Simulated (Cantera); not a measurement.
Input (Python, Cantera) and output of one run.

```python
import numpy as np
import cantera as ct

gas_names = """
    H HO2 H2 H2O H2O2 O OH O2 O3 Si SiH SiH2 SiH3 SiH4 SiO SiO2 Si2 Si3
""".split()
cond_names = """
    H2O(s) H2O(L) Si(cr) Si(L) SiO2(Lqz) SiO2(hqz) SiO2(L)
""".split()


# ... load() reads the species with a 1 bar reference pressure and builds the phases ...
atoms = {
    'SiH4': {'Si': 1, 'H': 4},
    'O2': {'O': 2},
    'H2': {'H': 2},
}
top_T = {}  # K; cautious upper limits of use, not melting points


# ... equilibrate(T, P, feed) seeds the gas with the atoms and calls Mixture.equilibrate('TP', solver="vcs", rtol=1e-11, max_steps=5000) ...
results = []
feed = {'SiH4': 1, 'O2': 0.064, 'H2': 0.53}  # mol
P = 13000  # Pa
for T in [1675, 1725, 1775, 1825, 1875, 1925, 1975]:
    mix = equilibrate(T, P, feed)
    results.append((T, P, feed, dict(zip(mix.species_names, mix.species_moles))))
    x = sorted(zip(gas.X, gas.species_names), reverse=True)
    print(f"T = {T:g} K  P = {P:g} Pa  gas = {mix.phase_moles(0):.4g} mol")
    print("   x: " + "  ".join(f"{s} {v:.3e}" for v, s in x if v > 0.0001))
    print("   condensed (mol): " + ("  ".join(f"{mix.phase(i).name} {mix.phase_moles(i):.4g}"
          for i in range(1, mix.n_phases) if mix.phase_moles(i) > 1e-12) or "none"))
```

Result:

```
T = 1675 K  P = 13000 Pa  gas = 2.658 mol
   x: H2 9.515e-01  SiO 4.814e-02  H 3.141e-04
   condensed (mol): Si(cr) 0.872
T = 1725 K  P = 13000 Pa  gas = 2.659 mol
   x: H2 9.513e-01  SiO 4.813e-02  H 5.024e-04
   condensed (mol): Si(L) 0.8719
T = 1775 K  P = 13000 Pa  gas = 2.659 mol
   x: H2 9.510e-01  SiO 4.813e-02  H 7.829e-04
   condensed (mol): Si(L) 0.8719
T = 1825 K  P = 13000 Pa  gas = 2.66 mol
   x: H2 9.506e-01  SiO 4.812e-02  H 1.191e-03
   condensed (mol): Si(L) 0.8718
T = 1875 K  P = 13000 Pa  gas = 2.661 mol
   x: H2 9.500e-01  SiO 4.810e-02  H 1.772e-03
   condensed (mol): Si(L) 0.8716
T = 1925 K  P = 13000 Pa  gas = 2.662 mol
   x: H2 9.491e-01  SiO 4.808e-02  H 2.583e-03  Si 1.338e-04
   condensed (mol): Si(L) 0.8714
T = 1975 K  P = 13000 Pa  gas = 2.664 mol
   x: H2 9.478e-01  SiO 4.805e-02  H 3.695e-03  Si 2.487e-04
   condensed (mol): Si(L) 0.8709
```

These are equilibrium values from Cantera (NASA tables, ideal gas, pure condensed phases), not measurements of a reactor. Gases not in the tables: Si2H6 and higher silanes.
